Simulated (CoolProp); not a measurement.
Vapour-liquid equilibrium of propane (1) + neopentane (2) at 269.9 K; x and y are mole fractions of (1).

Model: multi-fluid Helmholtz-energy mixture model, Lemmon 2009 and Lemmon 2006; pair parameters Bell 2016, in CoolProp.

```csv
x,bubble pressure (MPa),y at the bubble point,dew pressure at overall composition x (MPa),liquid density (mol/L)
0.05,0.07115,0.163,0.06482,8.665
0.15,0.08919,0.398,0.07035,8.976
0.25,0.1095,0.567,0.07690,9.304
0.35,0.1340,0.698,0.08479,9.649
0.45,0.1643,0.799,0.09454,10.01
0.55,0.2016,0.874,0.1070,10.38
0.65,0.2464,0.927,0.1237,10.77
0.75,0.2975,0.962,0.1477,11.16
0.85,0.3521,0.984,0.1874,11.55
0.95,0.4051,0.996,0.2762,11.91
```

No azeotrope shows between x = 0.05 and 0.95.

Pair parameters are fitted to limited data, so mixtures are less certain than the pure fluids.
